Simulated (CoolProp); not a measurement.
A closed Brayton cycle with carbon dioxide: compressor inlet 311.15 K and 7.5 MPa, high pressure 24.1 MPa, turbine inlet 920 K, compressor efficiency 0.85, turbine efficiency 0.85, recuperator effectiveness 0 (on enthalpy, no pinch check). Each further row changes one setting.

Values from CoolProp's reference Helmholtz-energy equation of state, Span 1996.

| case | thermal efficiency (%) | net work (kJ/kg) | compressor to turbine work | compressor exit (K) | turbine exit (K) |
|---|---|---|---|---|---|
| as stated | 15.6 | 107 | 0.33 | 400.7 | 780.2 |
| turbine inlet 870 K | 15.6 | 97.7 | 0.35 | 400.7 | 735.0 |
| compressor inlet 321.15 K | 15.0 | 97.5 | 0.39 | 421.8 | 780.2 |
| high pressure 20.5 MPa | 13.7 | 95.9 | 0.31 | 388.0 | 798.9 |
| recuperator effectiveness 0.5 | 22.8 | 107 | 0.33 | 400.7 | 780.2 |
